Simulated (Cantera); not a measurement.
A closed system holds: 1 mol C₂H₆, 4.9 mol H₂, at 1802 °C and 3.50 bar.

Method: chemical equilibrium by Gibbs-energy minimisation in Cantera with the NASA 1993 tables (ideal gas, pure condensed phases). Candidate condensed phases: C, C₆H₆, C₇H₈, C₈H₁₈; 76 gas species. The numbers say what is thermodynamically allowed, not how fast it happens.

Base state: H₂ 0.996, H 0.00142, C₂H₂ (acetylene) 0.00124, CH₄ 0.00122, CH₃ 3.40e-5, C₂H₄ 1.94e-5 (mole fractions); condensed: C(graphite).

What changes in the equilibrium state with this change: temperature from 1802 °C to 1052 °C?


```json
[
 {"species": "H₂", "before": "0.996", "after": "0.978"},
 {"species": "CH₄", "before": "0.00122", "after": "0.0225"},
 {"species": "C₂H₄", "before": "1.94e-5", "after": "5.90e-6"},
 {"species": "H", "before": "0.00142", "after": "8.64e-7"},
 {"species": "C₂H₂ (acetylene)", "before": "0.00124", "after": "8.32e-7"},
 {"species": "CH₃", "before": "3.40e-5", "after": "3.92e-7"},
 {"species": "C(graphite), mol", "before": "1.97", "after": "1.83"}
]
```

What changes in the equilibrium state with this change: temperature from 1802 °C to 1002 °C?


```json
[
 {"species": "H₂", "before": "0.996", "after": "0.970"},
 {"species": "CH₄", "before": "0.00122", "after": "0.0305"},
 {"species": "C₂H₄", "before": "1.94e-5", "after": "5.10e-6"},
 {"species": "H", "before": "0.00142", "after": "3.88e-7"},
 {"species": "C₂H₂ (acetylene)", "before": "0.00124", "after": "3.72e-7"},
 {"species": "CH₃", "before": "3.40e-5", "after": "2.38e-7"},
 {"species": "C(graphite), mol", "before": "1.97", "after": "1.77"}
]
```
